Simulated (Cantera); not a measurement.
Feed: 1 mol SiH₄, 0.2 mol NH₃, held at 1623 K and 133 Pa.

Equilibrium computed with Cantera from the NASA thermochemical tables; the gas is ideal and each condensed phase is pure. Candidate condensed phases: Si, Si₃N₄; 18 gas species. Kinetics and transport are ignored.

Base state: H₂ 0.956, N₂ 0.0416, H 0.00185, Si 0.000117 (mole fractions); condensed: Si(s).

**Question.** What changes in the equilibrium state with this change: temperature from 1623 K to 2148 K?

**Answer.** 
```tsv
species	before	after
H₂	0.956	0.701
Si	0.000117	0.165
H	0.00185	0.0956
N₂	0.0416	0.0324
Si₂	3.37e-7	0.00238
Si₃	7.67e-8	0.000476
SiH	8.41e-6	0.00248
SiN	6.92e-7	0.000203
Si₂N	1.19e-6	0.000234
Si(s), mol	1.000	0
Si(l), mol	0	0.465
```
The tables' values for SiN are old estimates; treat these amounts as uncertain. Gases not in the tables: Si₂H₆ and higher silanes.

**Question.** What changes in the equilibrium state with this change: SiH₄ replaced by SiHCl₃?

**Answer.** 
```json
[
 {"species": "SiCl₂", "before": "0", "after": "0.400"},
 {"species": "HCl", "before": "0", "after": "0.397"},
 {"species": "H₂", "before": "0.956", "after": "0.138"},
 {"species": "SiCl₃", "before": "0", "after": "0.0187"},
 {"species": "N₂", "before": "0.0416", "after": "0.0421"},
 {"species": "SiCl₄", "before": "0", "after": "0.00205"},
 {"species": "Cl", "before": "0", "after": "0.00159"},
 {"species": "SiCl", "before": "0", "after": "0.000127"},
 {"species": "SiHCl₃", "before": "0", "after": "0.000110"},
 {"species": "Si", "before": "0.000117", "after": "1.18e-5"},
 {"species": "Si(s), mol", "before": "1.000", "after": "0"}
]
```
The tables' values for SiCl₃, SiCl are old estimates; treat these amounts as uncertain. Further candidate phases: NH₄Cl.
